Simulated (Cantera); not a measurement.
An adiabatic, constant-pressure homogeneous reactor starts with H2 : O2 : N2 = 1 : 0.333 : 1.25 (molar parts), at 1150 K and 25.0 bar. Integrator tolerance rtol = 1e-08.

Model: GRI-Mech 3.0 (53 species, 325 reactions), integrated in Cantera. The hydrogen kinetics of GRI-Mech 3.0 are dated; newer H2 mechanisms differ, most at raised pressure. The pressure lies above the range GRI-Mech 3.0 was tuned for (to about 10 atm).

```tsv
quantity	before	after
time of steepest temperature rise	0.242 ms	14.4 ms
temperature at 1.00 s	2889 K	2753 K
equilibrium temperature	2889 K	2753 K
x(H2) at 1.00 s	0.147 (gas-phase equilibrium 0.147)	0.147 (gas-phase equilibrium 0.147)
x(O2) at 1.00 s	0.000143 (gas-phase equilibrium 0.000143)	5.22e-5 (gas-phase equilibrium 5.22e-5)
x(NO2) at 1.00 s	7.41e-8 (gas-phase equilibrium 7.41e-8)	2.51e-8 (gas-phase equilibrium 2.51e-8)
x(HO2) at 1.00 s	5.47e-7 (gas-phase equilibrium 5.47e-7)	1.96e-7 (gas-phase equilibrium 1.96e-7)
x(NO) at 1.00 s	0.000907 (gas-phase equilibrium 0.000907)	0.000456 (gas-phase equilibrium 0.000456)
```

Q: Name the change that produced these shifts.
A. pressure from 25.0 bar to 10.0 bar
B. pressure from 25.0 bar to 0.980 bar
C. pressure from 25.0 bar to 5.00 bar
D. initial temperature 1150 to 950 K

A: D, initial temperature 1150 to 950 K
